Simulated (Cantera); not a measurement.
Input (Python, Cantera) and output of one run.

```python
import numpy as np
import cantera as ct

gas_names = """
    C CH CH2 CH3 CH2OH CH3O CH4 CH3OH CO CO2 COOH C2 C2H CHCO,ketyl C2H2,acetylene C2H2,vinylidene
    CH2CO,ketene C2H3,vinyl CH3CO,acetyl C2H4 C2H4O,ethylen CH3CHO,ethanal CH3COOH (HCOOH)2 C2H5 C2H6
    CH3OCH3 C2H5OH C2O C3 C3H3,propargyl C3H4,allene C3H4,propyne C3H4,cyclo- C3H5,allyl C3H6,propylene
    C3H6,cyclo- C3H6O C3H7,n-propyl C3H7,i-propyl C3H8 C3H8O,1propanol C3H8O,2propanol C3O2 C4 C4H2
    C4H4,1,3-cyclo- C4H6,butadiene C4H6,2-butyne C4H6,cyclo- C4H8,1-butene C4H8,cis2-buten
    C4H8,tr2-butene C4H8,isobutene C4H8,cyclo- (CH3COOH)2 C4H9,n-butyl C4H9,i-butyl C4H9,s-butyl
    C4H9,t-butyl C4H10,isobutane C4H10,n-butane C5 C5H6,1,3cyclo- C5H8,cyclo- C5H10,1-pentene
    C5H10,cyclo- C5H11,pentyl C5H11,t-pentyl C5H12,n-pentane C5H12,i-pentane CH3C(CH3)2CH3 C6H2
    C6H5,phenyl C6H5O,phenoxy C6H6 C6H5OH,phenol C6H10,cyclo- C6H12,1-hexene C6H12,cyclo- C6H13,n-hexyl
    C7H7,benzyl C7H8 C7H8O,cresol C7H14,1-heptene C7H15,n-heptyl C7H16,n-heptane C8H8,styrene
    C8H10,ethylbenz C8H16,1-octene C8H17,n-octyl C8H18,isooctane C8H18,n-octane C9H19,n-nonyl
    C10H8,naphthale C10H21,n-decyl C12H9,o-bipheny C12H10,bipheny H HCO HO2 H2 HCHO,formaldehy HCOOH H2O
    H2O2 O OH O2 O3 Ti TiO TiO2
""".split()
cond_names = """
    C(gr) C6H6(L) C7H8(L) C8H18(L),n-octa H2O(s) H2O(L) Ti(a) Ti(b) Ti(L) TiC(s) TiC(L) TiO(a) TiO(b)
    TiO(L) TiO2(ru) TiO2(L) Ti2O3(a) Ti2O3(b) Ti2O3(L) Ti3O5(a) Ti3O5(b) Ti3O5(L) Ti4O7(s) Ti4O7(L)
""".split()


def load(file, names, dense=False):
    # The tables refer to 1 bar. Condensed volumes are neglected.
    table = {s.name: s for s in ct.Species.list_from_file(file)}
    out = []
    for n in names:
        d = dict(table[n].input_data)
        d["thermo"] = dict(d["thermo"], **{"reference-pressure": 1e5})
        if dense:
            d["equation-of-state"] = {"model": "constant-volume", "density": "1e6 g/cm^3"}
        out.append(ct.Species.from_dict(d))
    return out


gas = ct.Solution(thermo="ideal-gas", species=load("nasa_gas.yaml", gas_names))
cond = {s.name: ct.Solution(thermo="fixed-stoichiometry", species=[s], name=s.name)
        for s in load("nasa_condensed.yaml", cond_names, dense=True)}
atoms = {
    'Ti': {'Ti': 1},
    'CO': {'C': 1, 'O': 1},
    'H2': {'H': 2},
}
top_T = {'C(gr)': 4500}  # K; cautious upper limits of use, not melting points


def equilibrate(T, P, feed):
    n = {}
    for name, mol in feed.items():
        for a, k in atoms[name].items():
            n[a] = n.get(a, 0.0) + k * mol
    gas.TPX = T, P, n
    mass = sum(n.values()) * gas.mean_molecular_weight
    gas.equilibrate("TP")
    valid = [c for c in cond.values() if c.min_temp <= T <= top_T.get(c.name, c.max_temp)]
    mix = ct.Mixture([(gas, mass / gas.mean_molecular_weight)] + [(c, 0.0) for c in valid])
    mix.T, mix.P = T, P
    mix.equilibrate("TP", solver="vcs", rtol=1e-11, max_steps=5000)
    return mix


results = []
feed = {'Ti': 1, 'CO': 0.19, 'H2': 150}  # mol
T = 1575  # K
P = 17000  # Pa
mix = equilibrate(T, P, feed)
results.append((T, P, feed, dict(zip(mix.species_names, mix.species_moles))))
print(gas.report(threshold=0.0001))
for i in range(1, mix.n_phases):
    print(f"{mix.phase(i).name:16s} {mix.phase_moles(i):12.5e} mol")
```

Result:

```
       temperature   1575 K
          pressure   17000 Pa
           density   0.002617 kg/m^3
  mean mol. weight   2.0159 kg/kmol
   phase of matter   gas

                          1 kg             1 kmol
                     ---------------   ---------------
          enthalpy        1.9243e+07        3.8792e+07  J
   internal energy        1.2747e+07        2.5697e+07  J
           entropy             96839        1.9522e+05  J/K
    Gibbs function       -1.3328e+08       -2.6868e+08  J
 heat capacity c_p             16198             32654  J/K
 heat capacity c_v             12074             24340  J/K

                      mass frac. Y      mole frac. X     chem. pot. / RT
                     ---------------   ---------------   ---------------
                 H        5.0396e-05        0.00010079           -10.259
                H2           0.99995            0.9999           -20.518
     [ +111 minor]        1.0444e-06        5.5026e-08

C(gr)             0.00000e+00 mol
Ti(b)             6.19997e-01 mol
TiC(s)            1.90000e-01 mol
TiO(b)            1.89997e-01 mol
TiO2(ru)          0.00000e+00 mol
Ti2O3(b)          0.00000e+00 mol
Ti3O5(b)          0.00000e+00 mol
Ti4O7(s)          0.00000e+00 mol
```

Method: chemical equilibrium by Gibbs-energy minimisation in Cantera with the NASA 1993 tables (ideal gas, pure condensed phases). Mutual solubility and eutectic melting of coexisting phases are not modelled. TiC, TiO: taken at fixed stoichiometry. Condensed phases not in the tables: solid solutions among these carbides, nitrides and lower oxides, N, O or C dissolved in the metal.
